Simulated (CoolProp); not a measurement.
Aqueous ammonia as a coolant, at 18 °C, 1 atm.

Values from CoolProp's Melinder's fits for secondary coolants.

```csv
mass %,freezing point (°C),Prandtl number,density (kg/m³),viscosity (mPa s),cp (kJ/(kg K))
1.2,-1.4,7.79,993.3,1.09,4.182
5.8,-7.2,8.80,974.2,1.16,4.190
10.5,-14.4,9.66,956.3,1.21,4.196
15.1,-23.5,10.8,940.1,1.28,4.203
19.8,-35.8,11.9,924.4,1.34,4.212
24.4,-52.8,12.3,909.9,1.34,4.224
29.1,-78.0,12.8,895.7,1.35,4.238
```
